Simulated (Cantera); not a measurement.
Feed: 1 mol SiH2Cl2, 0.025 mol HCl, 970 mol H2, held at 1423.15 K and 90.0 Torr.

Method: chemical equilibrium by Gibbs-energy minimisation in Cantera with the NASA 1993 tables (ideal gas, pure condensed phases). Candidate condensed phases: Si; 19 gas species. Equilibrium is a limit: real reactors are often held back by kinetics, nucleation or transport.

Base state: H2 0.998, HCl 0.00206, H 1.92e-5, SiCl2 1.28e-5 (mole fractions); condensed: Si(s).

What changes in the equilibrium state with this change: temperature from 1423.15 K to 2000 K?


| species | before | after |
|---|---|---|
| H2 | 0.998 | 0.993 |
| H | 1.92e-5 | 0.00468 |
| HCl | 0.00206 | 0.00204 |
| Si | 1.28e-8 | 0.000363 |
| SiH | 1.98e-8 | 8.50e-5 |
| SiH2 | 5.26e-7 | 0.000105 |
| Si(s), mol | 0.987 | 0 |
| Si(l), mol | 0 | 0.434 |
Gases not in the tables: Si2H6 and higher silanes.

What changes in the equilibrium state with this change: temperature from 1423.15 K to 1848 K?


```tsv
species	before	after
H2	0.998	0.996
HCl	0.00206	0.00205
H	1.92e-5	0.00153
Si	1.28e-8	5.23e-5
SiH	1.98e-8	1.80e-5
SiH2	5.26e-7	4.14e-5
SiCl2	1.28e-5	1.22e-5
Si(s), mol	0.987	0
Si(l), mol	0	0.876
```
Gases not in the tables: Si2H6 and higher silanes.
